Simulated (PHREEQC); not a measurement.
# Acid rinse or clean

Dissolve 25 mmol/kgw HF and 0.058 mmol/kgw KCl at 36 °C. It is in equilibrium with CO2 at log p = -2 (atm). Otherwise closed; pH follows from the charge balance.

All values are PHREEQC results (ion-association model, wateq4f.dat), not measurements.

Each row changes one thing in this solution. No solid was allowed to form.

```tsv
case	pH	ionic strength (mol/kgw)	HF (mol/kgw)	F- (mol/kgw)	H2F2 (mol/kgw)	HF2- (mol/kgw)
as made	2.47	0.00370	0.0197	0.00336	0.000678	0.000274
0.023 mol/kgw Na2SeO3 added	4.39	0.0457	0.00139	0.0229	3.41e-6	0.000133
KCl from 5.8e-05 to 6.38e-05 mol/kgw	2.47	0.00370	0.0197	0.00336	0.000678	0.000274
0.00031 mol/kgw (NH4)2SO4 added	2.47	0.00452	0.0197	0.00342	0.000674	[?]
diluted 10-fold with water	3.04	0.000956	0.00154	0.000944	4.10e-6	[?]
HF from 0.025 to 0.0375 mol/kgw	2.37	0.00462	0.0294	0.00406	0.00151	[?]
HF replaced by KF at the same molality	5.74	0.0251	7.11e-5	0.0249	8.85e-9	7.34e-6
temperature from 36 to 45 °C	2.50	0.00345	[?]	0.00312	[?]	0.000272
```

Fill in the missing entries.


- 0.00031 mol/kgw (NH4)2SO4 added, HF2- (mol/kgw): 0.000277
- diluted 10-fold with water, HF2- (mol/kgw): 5.97e-6
- HF from 0.025 to 0.0375 mol/kgw, HF2- (mol/kgw): 0.000493
- temperature from 36 to 45 °C, HF (mol/kgw): 0.0203
- temperature from 36 to 45 °C, H2F2 (mol/kgw): 0.000509

Away from 25 °C the constants follow the database's enthalpies or fits; those with neither stay at their 25 °C values.
